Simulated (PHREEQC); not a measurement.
Make-up at 55 °C: 0.11 mol/kgw H2SO4, 0.15 mol/kgw CaCl2 and 0.16 mol/kgw CuCl2. Closed to the air; pH follows from the charge balance.

Computed with PHREEQC (ion-association model, wateq4f.dat).

```
quantity                  before   after
------------------------  ------  ------
pH                          0.99    0.37
ionic strength (mol/kgw)   0.820    1.19
HSO4- (mol/kgw)           0.0635   0.443
SO4-2 (mol/kgw)           0.0124  0.0235
```

Problem. Which change was made?
(A) diluted 5-fold with water
(B) H2SO4 from 0.11 to 0.55 mol/kgw
(C) temperature from 55 to 45 °C
(D) CuCl2 replaced by ZnCl2 at the same molality
(E) diluted 10-fold with water

Solution. B, H2SO4 from 0.11 to 0.55 mol/kgw

No solid was allowed to form. The ionic strength passes 0.7 mol/kgw, the rough limit of the ion-association models, in every such run. Some of these states are supersaturated (in Gypsum, for instance). Away from 25 °C the constants follow the database's enthalpies or fits; those with neither stay at their 25 °C values.
